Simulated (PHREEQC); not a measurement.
A column of 0.5 m (30 cells, dispersivity 0.018 m, 60 s a shift, diffusion coefficient 3e-10 m²/s) holds 0.00045 eq of the database's cation exchanger X per kg of pore water, first in equilibrium with 18 mmol/kgw KCl, 27 mmol/kgw BaCl2 and 0.01 mmol/kgw HCl. It is flushed with 0.00037 mol/kgw LiCl and 1e-05 mol/kgw HCl, at 15 °C. Values are for the last cell. The system is closed to CO2. Precipitation was switched off in this run.

Base run: PHREEQC, ion-association model, phreeqc.dat. Each further column changes one thing. The table gives Li in solution (mol/kgw).

```csv
pore volumes,base,exchange capacity from 0.00045 to 0.00022 eq/kgw,dispersivity from 0.018 to 0.036 m
0,0,0,0
0.85,0.000117,0.000117,0.000147
1.683,0.000351,0.000357,0.000347
2.517,0.000351,0.000358,0.000357
3.35,0.000361,0.000364,0.000356
4.183,0.000364,0.000366,0.000361
5.017,0.000365,0.000367,0.000364
```
